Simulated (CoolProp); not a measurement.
Vapour-liquid equilibrium of CHF3 (R23) (1) + C2F6 (R116) (2) at 269.8 K; x and y are mole fractions of (1).

The numbers come from the multi-fluid Helmholtz-energy mixture model, Penoncello 2003 and Lemmon 2006; pair parameters Bell 2016 in CoolProp.

**Question.** Give the bubble pressure and the first vapour's composition at x = 0.2, 0.35, 0.5. Is there an azeotrope?

**Answer.** x = 0.2: 21.97 bar, y = 0.289; x = 0.35: 24.29 bar, y = 0.424; x = 0.5: 25.64 bar, y = 0.539. y crosses x between x = 0.5 and 0.65: the model has an azeotrope there.

The pair parameters rest on a limited set of measurements; away from them the model extrapolates.
